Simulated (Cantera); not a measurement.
Charge: 1 mol BaF2, 14 mol H2, 0.9 mol N2, held at 2200 K and 0.0100 bar.

Cantera equilibrium calculation (NASA polynomials, part measured and part estimated; ideal gas, pure solids and liquids). Candidate condensed phases: Ba, BaF2; 24 gas species. Rates play no part.

Base state: H2 0.803, N2 0.0543, H 0.0505, HF 0.0315, BaF2 0.0302, BaF 0.0288, Ba 0.00134 (mole fractions); condensed: gas only.

Q: What changes in the equilibrium state with this change: BaF2 replaced by CaCl2?

A: 
```csv
species,before,after
H2,0.803,0.810
N2,0.0543,0.0545
H,0.0505,0.0507
CaCl2,0,0.0434
HF,0.0315,0
BaF2,0.0302,0
BaF,0.0288,0
HCl,0,0.0231
CaCl,0,0.00996
Ca,0,0.00710
Ba,0.00134,0
Cl,0,0.00105
```
Further candidate phases: Ca, CaCl2, NH4Cl.
